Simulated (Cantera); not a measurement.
Premixed flame

A freely propagating, adiabatic, planar premixed flame of 12.0 % CH4, 18.5 % O2, 69.5 % N2, unburnt at 573 K and 0.365 atm; multicomponent transport, grid criteria slope 0.08 and curve 0.16, no radiation.

Detailed kinetics in Cantera: GRI-Mech 3.0 (53 species, 325 reactions). Burning velocities carry a grid error of a few per cent, more on coarse grids.

| z (mm) | T (K) | u (m/s) | x CH4 | x O2 | x CH2 | x H | x CH3 | x NO2 |
|---|---|---|---|---|---|---|---|---|
| -2.68 | 573 | 1.18 | 0.120 | 0.185 | <1e-8 | <1e-8 | 3.15e-8 | <1e-8 |
| -1.78 | 575 | 1.19 | 0.119 | 0.184 | <1e-8 | <1e-8 | 5.20e-7 | <1e-8 |
| -1.34 | 586 | 1.21 | 0.118 | 0.182 | <1e-8 | 1.33e-7 | 3.04e-6 | <1e-8 |
| -0.892 | 663 | 1.39 | 0.112 | 0.176 | <1e-8 | 7.67e-6 | 3.18e-5 | 4.31e-8 |
| -0.446 | 1092 | 2.34 | 0.0781 | 0.138 | 6.35e-7 | 0.000244 | 0.00101 | 3.16e-8 |
| -0.223 | 1489 | 3.24 | 0.0424 | 0.0948 | 1.83e-5 | 0.00128 | 0.00417 | 1.97e-8 |
| 0 | 1844 | 4.06 | 0.0115 | 0.0472 | 9.78e-5 | 0.00470 | 0.00453 | <1e-8 |
| 0.223 | 2015 | 4.45 | 0.00141 | 0.0186 | 6.56e-5 | 0.00925 | 0.00121 | <1e-8 |
| 0.446 | 2061 | 4.55 | 0.000106 | 0.00766 | 1.05e-5 | 0.0121 | 0.000136 | <1e-8 |
| 0.892 | 2080 | 4.57 | 5.70e-7 | 0.00301 | 9.88e-8 | 0.0135 | 9.76e-7 | <1e-8 |
| 1.78 | 2095 | 4.60 | <1e-8 | 0.00219 | <1e-8 | 0.0130 | <1e-8 | <1e-8 |
| 3.57 | 2116 | 4.63 | <1e-8 | 0.00181 | <1e-8 | 0.0116 | <1e-8 | <1e-8 |
| 7.14 | 2144 | 4.69 | <1e-8 | 0.00133 | <1e-8 | 0.00954 | <1e-8 | <1e-8 |
x: mole fraction of selected species; z is measured from the peak of heat release.

```json
{
  "laminar_burning_velocity": "117 cm/s",
  "thermal_thickness": "0.892 mm",
  "peak x(CH2)": "0.000107",
  "peak x(H)": "0.0135",
  "peak x(CH3)": "0.00528",
  "grid_points": "145"
}
```
